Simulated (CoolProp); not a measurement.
Vapour-liquid equilibrium of R13 (1) + propylene (2) at 7.29 kPa; x and y are mole fractions of (1).

Computed with CoolProp (multi-fluid Helmholtz-energy mixture model, Platzer 1990 and Lemmon 2013; pair parameters Bell 2016). This equation is an older, rougher fit; its heat capacities, sound speeds and derivatives of the liquid may be far off and weren't checked against measurements.

**Question.** Give the bubble temperature and the first vapour's composition at x = 0.05, 0.45, 0.95. Is there an azeotrope?

**Answer.** x = 0.05: -101.4 °C, y = 0.533; x = 0.45: -115.9 °C, y = 0.912; x = 0.95: -119.2 °C, y = 0.985. No azeotrope shows between x = 0.05 and 0.95.

The pair parameters rest on a limited set of measurements; away from them the model extrapolates.
